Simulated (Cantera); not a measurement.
Feed: 1 mol Fe₃O₄, 0.64 mol CO, 1.9 mol H₂, held at 1652 °C and 10.0 mbar.

Cantera equilibrium calculation (NASA polynomials, part measured and part estimated; ideal gas, pure solids and liquids). Candidate condensed phases: C, C₆H₆, C₇H₈, C₈H₁₈, Fe, Fe(CO)₅, FeO, Fe(OH)₂, Fe(OH)₃, Fe₂O₃, Fe₃O₄, H₂O; 114 gas species. The tables' stoichiometric FeO is somewhat more stable than real wüstite, so its field is too wide. FeO: taken at fixed stoichiometry. Equilibrium is a limit: real reactors are often held back by kinetics, nucleation or transport.

Base state: H₂ 0.384, H₂O 0.353, CO 0.205, CO₂ 0.0438, Fe 0.00766, H 0.00592, OH 0.000470, FeO 0.000116 (mole fractions); condensed: FeO(l).

Q: What changes in the equilibrium state with this change: temperature from 1652 °C to 1450 °C?

A: 
```csv
species,before,after
H₂,0.384,0.402
H₂O,0.353,0.344
CO,0.205,0.202
Fe,0.00766,0.000498
CO₂,0.0438,0.0493
FeO,0.000116,3.92e-6
OH,0.000470,5.44e-5
H,0.00592,0.00116
"FeO(l), mol",2.98,3.00
```

Q: What changes in the equilibrium state with this change: pressure from 10.0 mbar to 0.133 bar?

A: 
```tsv
species	before	after
H₂	0.384	0.395
H₂O	0.353	0.351
CO	0.205	0.209
Fe	0.00766	0.000596
H	0.00592	0.00165
CO₂	0.0438	0.0430
FeO	0.000116	8.73e-6
OH	0.000470	0.000126
Fe(OH)₂	9.80e-5	9.74e-5
FeO(l), mol	2.98	3.00
```
